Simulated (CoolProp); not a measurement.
Values from CoolProp's reference Helmholtz-energy equation of state, Zhou 2011.

**Question.** For dimethyl carbonate, give the phase and the density (kg/m³), cv (kJ/(kg K)), speed of sound (m/s), Joule-Thomson coefficient (K/MPa) at 400.5 K and 10.5 MPa; 415.4 K and 10.5 MPa; 422.9 K and 10.5 MPa.

**Answer.** 
- 400.5 K and 10.5 MPa: liquid; density 938, cv 1.52, speed of sound 874, Joule-Thomson coefficient -0.213
- 415.4 K and 10.5 MPa: liquid; density 917, cv 1.55, speed of sound 826, Joule-Thomson coefficient -0.186
- 422.9 K and 10.5 MPa: liquid; density 907, cv 1.56, speed of sound 802, Joule-Thomson coefficient -0.171
